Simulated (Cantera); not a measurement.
A perfectly stirred reactor is fed with CO : O2 : H2O : N2 = 0.017 : 0.0065 : 0.035 : 1 (molar parts), equivalence ratio 1.3, at 7500 Torr; it is held at 1075 K, and followed from long to short residence time.

Computed with Cantera and GRI-Mech 3.0 (53 species, 325 reactions).

Problem. What does this change do: pressure from 7500 Torr to 315 Torr?

Solution. 
```json
[
 {"quantity": "x(CO) at τ = 0.520 s", "before": "0.00725", "after": "0.00201"},
 {"quantity": "x(O2) at τ = 0.520 s", "before": "0.00180", "after": "0.000116"},
 {"quantity": "x(H2O) at τ = 0.520 s", "before": "0.0331", "after": "0.0312"},
 {"quantity": "x(NO2) at τ = 0.520 s", "before": "4.84e-10", "after": "1.51e-12"},
 {"quantity": "x(OH) at τ = 0.520 s", "before": "6.20e-8", "after": "1.98e-5"},
 {"quantity": "x(CO) at τ = 29.0 ms", "before": "0.0145", "after": "0.00544"},
 {"quantity": "x(O2) at τ = 29.0 ms", "before": "0.00536", "after": "0.00144"},
 {"quantity": "x(H2O) at τ = 29.0 ms", "before": "0.0330", "after": "0.0318"},
 {"quantity": "x(NO2) at τ = 29.0 ms", "before": "2.16e-11", "after": "1.18e-11"},
 {"quantity": "x(OH) at τ = 29.0 ms", "before": "9.61e-8", "after": "6.31e-5"}
]
```
